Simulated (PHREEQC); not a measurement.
Make-up at 10 °C: 0.0059 mol CaCl2 per kg of water. It is in equilibrium with CO2 at log p = -3.4 (atm). Otherwise closed; pH follows from the charge balance.

All values are PHREEQC results (ion-association model, phreeqc.dat), not measurements.

Precipitation was switched off in this run.

### Question
What pH does the model give?

### Answer
pH 5.56.

### Question
In which forms is C present?

### Answer
CO2 87 %, HCO3- 12 % of the C.

Complexes and solids missing from the database can't appear. At this temperature some constants are extrapolated from 25 °C, and those without enthalpy data are left unchanged.
